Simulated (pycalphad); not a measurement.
An equivalent pycalphad script:

```python
from pycalphad import Database, equilibrium, calculate, variables as v
import numpy as np
db = Database('COST507.tdb')
comps = ['HF', 'C', 'VA']
phases = ['BCC_A2', 'FCC_A1', 'GRAPHITE', 'HCP_A3', 'LIQUID']
eq = equilibrium(db, comps, phases, {v.X('C'): 0.061, v.T: np.arange(3300, 499, -75), v.P: 101325, v.N: 1}, output=['HM', 'SM'])
```

Computed with pycalphad from the COST 507 light-alloy database (1999), at 1 atm. These are 1990s assessments: newer ones move some temperatures and phases. Phase fractions are per mole of atoms. Kinetics are ignored, which matters at the lower temperatures.

Results at three of the temperatures:

```
T = 3075.00 K, P = 101325 Pa, N = 1 mol of atoms
G = -280178 J/mol, H = 115803 J/mol, S = 128.77 J/(mol K)  (SER reference)
chemical potentials (J/mol): Hf -277690, C -318461
phase             fraction      x(Hf)       x(C)
LIQUID              1.0000     0.9390     0.0610
```

```
T = 2250.00 K, P = 101325 Pa, N = 1 mol of atoms
G = -183179 J/mol, H = 49796 J/mol, S = 103.54 J/(mol K)  (SER reference)
chemical potentials (J/mol): Hf -175926, C -294820
phase             fraction      x(Hf)       x(C)
HCP_A3              1.0000     0.9390     0.0610
```

```
T = 600.00 K, P = 101325 Pa, N = 1 mol of atoms
G = -43076 J/mol, H = -7473 J/mol, S = 59.34 J/(mol K)  (SER reference)
chemical potentials (J/mol): Hf -29451, C -252804
phase             fraction      x(Hf)       x(C)
HCP_A3              0.8751     0.9842     0.0158
FCC_A1              0.1249     0.6225     0.3775
```

Changes of the phase set, refined by bisection:

```
T (°C)  phases above  phases below
------  ------------  ------------
2388.2        liquid  fcc + liquid
2375.9  fcc + liquid  hcp + liquid
2274.0  hcp + liquid           hcp
1484.3           hcp     fcc + hcp
```

FCC_A1 is fcc; HCP_A3 is hcp. The fcc model also describes the rock-salt carbide or nitride (TiC, TiN, HfC).
